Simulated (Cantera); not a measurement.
A freely propagating, adiabatic, planar premixed flame of 8.98 % CH4, 1.62 % H2, 18.8 % O2, 70.6 % N2, unburnt at 575 K and 500000 Pa; unity-Lewis-number transport, grid criteria slope 0.08 and curve 0.16, no radiation.

Model: GRI-Mech 3.0 (53 species, 325 reactions), integrated in Cantera. Unity Lewis numbers drop preferential diffusion, which matters most where H2 and H carry the flame. Burning velocities carry a grid error of a few per cent, more on coarse grids.

x: mole fraction of selected species; z is measured from the peak of heat release.

```json
[
 {"z (mm)": "-0.313", "T (K)": "576", "u (m/s)": "0.613", "x CH4": "0.0898", "x H2": "0.0162", "x O2": "0.188", "x NO": "<1e-8", "x C2H2": "7.36e-8", "x CH2": "<1e-8"},
 {"z (mm)": "-0.209", "T (K)": "581", "u (m/s)": "0.619", "x CH4": "0.0895", "x H2": "0.0162", "x O2": "0.187", "x NO": "8.53e-8", "x C2H2": "6.83e-7", "x CH2": "<1e-8"},
 {"z (mm)": "-0.157", "T (K)": "602", "u (m/s)": "0.641", "x CH4": "0.0883", "x H2": "0.0163", "x O2": "0.185", "x NO": "3.74e-7", "x C2H2": "2.88e-6", "x CH2": "<1e-8"},
 {"z (mm)": "-0.104", "T (K)": "___", "u (m/s)": "0.756", "x CH4": "0.0821", "x H2": "0.0167", "x O2": "0.175", "x NO": "2.20e-6", "x C2H2": "1.46e-5", "x CH2": "<1e-8"},
 {"z (mm)": "-0.0522", "T (K)": "___", "u (m/s)": "1.23", "x CH4": "0.0552", "x H2": "0.0185", "x O2": "0.132", "x NO": "1.32e-5", "x C2H2": "6.54e-5", "x CH2": "1.86e-8"},
 {"z (mm)": "-0.0261", "T (K)": "___", "u (m/s)": "1.68", "x CH4": "0.0285", "x H2": "0.0203", "x O2": "0.0890", "x NO": "2.64e-5", "x C2H2": "0.000120", "x CH2": "2.52e-6"},
 {"z (mm)": "0", "T (K)": "1963", "u (m/s)": "2.14", "x CH4": "0.00431", "x H2": "0.0191", "x O2": "0.0419", "x NO": "4.42e-5", "x C2H2": "0.000138", "x CH2": "5.25e-5"},
 {"z (mm)": "0.0261", "T (K)": "2126", "u (m/s)": "2.32", "x CH4": "0.000100", "x H2": "0.0131", "x O2": "0.0221", "x NO": "6.28e-5", "x C2H2": "1.02e-5", "x CH2": "5.54e-6"},
 {"z (mm)": "0.0522", "T (K)": "2194", "u (m/s)": "2.38", "x CH4": "1.64e-6", "x H2": "0.0113", "x O2": "0.0173", "x NO": "7.37e-5", "x C2H2": "2.22e-7", "x CH2": "1.32e-7"},
 {"z (mm)": "0.104", "T (K)": "2270", "u (m/s)": "2.45", "x CH4": "<1e-8", "x H2": "0.00934", "x O2": "0.0135", "x NO": "8.69e-5", "x C2H2": "<1e-8", "x CH2": "<1e-8"},
 {"z (mm)": "0.209", "T (K)": "2338", "u (m/s)": "2.51", "x CH4": "<1e-8", "x H2": "0.00708", "x O2": "0.0103", "x NO": "0.000105", "x C2H2": "<1e-8", "x CH2": "<1e-8"},
 {"z (mm)": "0.418", "T (K)": "2385", "u (m/s)": "2.55", "x CH4": "<1e-8", "x H2": "0.00541", "x O2": "0.00796", "x NO": "0.000132", "x C2H2": "<1e-8", "x CH2": "<1e-8"},
 {"z (mm)": "0.835", "T (K)": "2409", "u (m/s)": "2.57", "x CH4": "<1e-8", "x H2": "0.00455", "x O2": "0.00669", "x NO": "0.000175", "x C2H2": "<1e-8", "x CH2": "<1e-8"}
]
```

Problem. Fill in the missing entries.

Solution. 
- -0.104, T (K): 709
- -0.0522, T (K): 1141
- -0.0261, T (K): 1548
